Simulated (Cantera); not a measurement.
What does this Cantera script print?

```python
import numpy as np
import cantera as ct

gas_names = [...]  # 49 gases of nasa_gas.yaml made of Cl, F, H, N, Si
cond_names = """
    NH4CL(a) NH4CL(b) Si(cr) Si(L) Si3N4(a)
""".split()


# ... load() reads the species with a 1 bar reference pressure and builds the phases ...
atoms = {
    'Si3N4': {'Si': 3, 'N': 4},
    'HCl': {'H': 1, 'CL': 1},
    'H2': {'H': 2},
    'NF3': {'N': 1, 'F': 3},
}
top_T = {'Si3N4(a)': 2400}  # K; cautious upper limits of use, not melting points


# ... equilibrate(T, P, feed) seeds the gas with the atoms and calls Mixture.equilibrate('TP', solver="vcs", rtol=1e-11, max_steps=5000) ...
results = []
feed = {'Si3N4': 1, 'HCl': 7.1, 'H2': 1.1, 'NF3': 13}  # mol
P = 1000  # Pa
for T in [700, 850, 1000, 1150, 1300, 1450, 1600, 1750]:
    mix = equilibrate(T, P, feed)
    results.append((T, P, feed, dict(zip(mix.species_names, mix.species_moles))))

top = {s: max(r[3][s] / sum(r[3][g] for g in gas_names) for r in results) for s in gas_names}
cols = sorted((s for s in top if top[s] > 0.0001), key=lambda s: -top[s])[:9]
seen = [c for c in cond_names if any(r[3].get(c, 0) > 1e-12 for r in results)]
print("log10 of partial pressures in bar; condensed amounts in mol")
print(f"{'T/K':>10s}" + "".join(f"{s[:9]:>10s}" for s in cols + seen))
for T, P, feed, n in results:
    ng = sum(n[g] for g in gas_names)
    print(f"{T:10.4g}" + "".join(f"{np.log10(max(n[s] / ng * P / 1e5, 1e-99)):10.3f}" for s in cols)
          + "".join(f"{n.get(c, 0):10.4g}" for c in seen))
```

It prints:

```
log10 of partial pressures in bar; condensed amounts in mol
       T/K         F        HF        N2       CLF        CL        F2      SiF4       NF3       CL2
       700    -4.358    -2.533    -2.612    -2.653   -11.325    -3.033    -3.024    -3.327   -10.290
       850    -3.221    -2.565    -2.606    -2.683    -9.126    -2.911    -3.057    -4.863    -9.143
      1000    -2.694    -2.599    -2.638    -2.716    -7.320    -3.372    -3.090    -6.767    -7.818
      1150    -2.575    -2.615    -2.654    -2.733    -5.700    -4.259    -3.106    -8.980    -6.277
      1300    -2.555    -2.619    -2.658    -2.751    -4.384    -5.088    -3.110   -10.892    -4.956
      1450    -2.509    -2.634    -2.673    -2.881    -3.482    -5.688    -3.126   -12.324    -4.195
      1600    -2.449    -2.663    -2.702    -3.244    -3.027    -6.132    -3.155   -13.425    -4.135
      1750    -2.421    -2.682    -2.721    -3.785    -2.866    -6.546    -3.173   -14.400    -4.520
```

Cantera equilibrium calculation (NASA polynomials, part measured and part estimated; ideal gas, pure solids and liquids).
